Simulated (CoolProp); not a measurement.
Vapour-liquid equilibrium of dimethyl ether (1) + R227EA (2) at 302.7 K; x and y are mole fractions of (1).

The numbers come from the multi-fluid Helmholtz-energy mixture model, Wu 2011 and Lemmon 2016; pair parameters Bell 2016 in CoolProp.

**Question.** Give the bubble pressure and the first vapour's composition at x = 0.05, 0.35, 0.95. Is there an azeotrope?

**Answer.** x = 0.05: 0.5023 MPa, y = 0.024; x = 0.35: 0.4391 MPa, y = 0.360; x = 0.95: 0.6486 MPa, y = 0.978. y crosses x between x = 0.2 and 0.35: the model has an azeotrope there.

The pair parameters rest on a limited set of measurements; away from them the model extrapolates.
